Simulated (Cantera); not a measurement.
What does this Cantera script print?

```python
import numpy as np
import cantera as ct

gas = ct.Solution("SiF4_NH3_mec.yaml", "gas")
gas.TPX = 2300, 100000, {'NH3': 1, 'H2': 1.9, 'N2': 0.029}
inlet = ct.Reservoir(gas, clone=True)

reactor = ct.IdealGasConstPressureReactor(gas, energy="off", clone=False)
exhaust = ct.Reservoir(gas, clone=True)
tau = [2.4, 1.1, 0.5, 0.23, 0.1, 0.047, 0.021, 0.0096, 0.0044, 0.002][0]
for a, b in ((inlet, reactor), (reactor, exhaust)):
    ct.MassFlowController(a, b, mdot=lambda t: reactor.mass / tau)
net = ct.ReactorNet([reactor])
show = ['NH3', 'H2', 'N', 'NH', 'NH2', 'H']

rows = []
print(f"{'tau/s':>10s}{'T/K':>9s}" + "".join(f"{s:>11s}" for s in show))
for tau in [2.4, 1.1, 0.5, 0.23, 0.1, 0.047, 0.021, 0.0096, 0.0044, 0.002]:
    net.initial_time = 0.0
    net.advance(30 * tau)
    before = gas.X
    net.advance(40 * tau)
    drift = np.max(np.abs(gas.X - before) / (gas.X + 1e-9))
    rows.append([gas.T, *gas[show].X, drift])
    print(f"{tau:10.3e}{gas.T:9.1f}" + "".join(f"{x:11.3e}" for x in gas[show].X))
```

Result:

```
     tau/s      T/K        NH3         H2          N         NH        NH2          H
 2.400e+00   2300.0  6.648e-04  8.566e-01  2.369e-06  4.947e-06  2.181e-05  8.874e-03
 1.100e+00   2300.0  1.014e-03  8.566e-01  3.415e-06  7.264e-06  3.265e-05  8.713e-03
 5.000e-01   2300.0  1.610e-03  8.565e-01  4.806e-06  1.064e-05  4.983e-05  8.374e-03
 2.300e-01   2300.0  2.734e-03  8.564e-01  6.345e-06  1.528e-05  7.790e-05  7.707e-03
 1.000e-01   2300.0  5.630e-03  8.557e-01  7.513e-06  2.177e-05  1.336e-04  6.417e-03
 4.700e-02   2300.0  1.254e-02  8.527e-01  7.570e-06  2.859e-05  2.291e-04  4.923e-03
 2.100e-02   2300.0  2.945e-02  8.430e-01  7.213e-06  3.687e-05  4.003e-04  3.622e-03
 9.600e-03   2300.0  6.103e-02  8.237e-01  6.964e-06  4.605e-05  6.479e-04  2.764e-03
 4.400e-03   2300.0  1.114e-01  7.920e-01  6.775e-06  5.547e-05  9.686e-04  2.178e-03
 2.000e-03   2300.0  1.768e-01  7.507e-01  6.565e-06  6.364e-05  1.319e-03  1.773e-03
```

Cantera simulation using the gas-phase N/H chemistry of the illustrative SiF4/NH3 mechanism in the Surface Chemkin manual (1991); the numbers are that mechanism's predictions, not measurements. Walls and surfaces, which speed up NH3 decomposition in real reactors, are not modelled.
